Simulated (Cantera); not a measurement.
Charge: 1 mol SiH4, 0.02 mol CH4, 22 mol H2, 0.011 mol C2H2, at 5.00 mbar.

These are equilibrium values from Cantera (NASA tables, ideal gas, pure condensed phases), not measurements of a reactor. Candidate condensed phases: C, C6H6, C7H8, C8H18, Si, SiC; 87 gas species. Gases not in the tables: Si2H6 and higher silanes. Kinetics and transport are ignored.

Question: At 2175 K, list the 7 most abundant gas species with their mole fractions, and the condensed phases.

Answer: H2 0.898, H 0.0654, Si 0.0339, Si2C 0.00145, SiH 0.00105, Si2 0.000303, SiH2 0.000140. Condensed: gas only.
